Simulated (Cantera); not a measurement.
A freely propagating, adiabatic, planar premixed flame of CO : H2 : CH4 : O2 : N2 = 1 : 0.065 : 0.053 : 0.58 : 2.18 (molar parts), unburnt at 425 K and 100.0 Torr; mixture-averaged transport, grid criteria slope 0.08 and curve 0.16, no radiation.

Detailed kinetics in Cantera: GRI-Mech 3.0 (53 species, 325 reactions). Burning velocities carry a grid error of a few per cent, more on coarse grids.

x: mole fraction of selected species; z is measured from the peak of heat release.

```csv
z (mm),T (K),u (m/s),x CO,x H2,x CH4,x N2O,x NO,x CH2
-17.0,425,1.26,0.258,0.0168,0.0137,<1e-8,<1e-8,<1e-8
-11.3,425,1.26,0.258,0.0168,0.0137,<1e-8,<1e-8,<1e-8
-8.48,425,1.26,0.258,0.0168,0.0137,<1e-8,<1e-8,<1e-8
-5.66,425,1.26,0.258,0.0168,0.0137,<1e-8,<1e-8,<1e-8
-2.83,439,1.30,0.257,0.0170,0.0136,<1e-8,<1e-8,<1e-8
-1.41,[?],1.87,0.248,0.0171,0.0128,<1e-8,1.31e-8,4.06e-8
0,[?],3.13,0.223,0.0133,0.00334,<1e-8,4.00e-7,3.50e-7
1.41,[?],3.78,0.177,0.00538,1.47e-5,1.51e-8,2.64e-6,<1e-8
2.83,[?],4.06,0.143,0.00452,1.95e-8,1.83e-8,6.58e-6,<1e-8
5.66,1539,4.35,0.120,0.00517,<1e-8,1.72e-8,1.49e-5,<1e-8
11.3,1662,4.66,0.116,0.00544,<1e-8,1.81e-8,2.75e-5,<1e-8
22.6,1795,4.98,0.114,0.00521,<1e-8,2.00e-8,4.39e-5,<1e-8
45.3,1932,5.31,0.108,0.00466,<1e-8,2.25e-8,7.03e-5,<1e-8
```

**Question.** What belongs in the gaps?

**Answer.** 
- -1.41, T (K): 633
- 0, T (K): 1063
- 1.41, T (K): 1299
- 2.83, T (K): 1415
